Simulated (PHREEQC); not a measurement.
**Reverse-osmosis permeate (model solution)**

Model water analysis in mg/kgw, 85 °C, pH 5.76, pe 9.4: Na 1.16; K 3.42; Ca 1.36; Mg 1.83; Cl 3.74; S(6) as SO4 7.68; Alkalinity as HCO3 6.17; Cd 0.00524; Zn 0.0138.

Valence states are taken as typed.

Computed with PHREEQC (ion-association model, phreeqc.dat).

| Item | Result |
|---|---|
| ionic strength | 0.000536 mol/kgw |
| specific conductance | 118 µS/cm |
| charge-balance error | -1.4 % |

| species | molality | activity | log γ |
|---|---|---|---|
| CO2 | 0.000394 | 0.000394 | 0.000 |
| Cl- | 0.000106 | 0.000102 | -0.013 |
| HCO3- | 0.000102 | 9.96e-5 | -0.013 |
| K+ | 8.74e-5 | 8.48e-5 | -0.013 |
| SO4-2 | 7.56e-5 | 6.72e-5 | -0.052 |
| Mg+2 | 7.15e-5 | 6.35e-5 | -0.051 |
| Na+ | 5.04e-5 | 4.89e-5 | -0.013 |
| Ca+2 | 3.34e-5 | 2.96e-5 | -0.051 |
| MgSO4 | 3.62e-6 | 3.62e-6 | 0.000 |
| H+ | 1.79e-6 | 1.74e-6 | -0.012 |

This is a speciation only: nothing precipitates in the calculation. Complexes and solids missing from the database can't appear. At this temperature some constants are extrapolated from 25 °C, and those without enthalpy data are left unchanged.
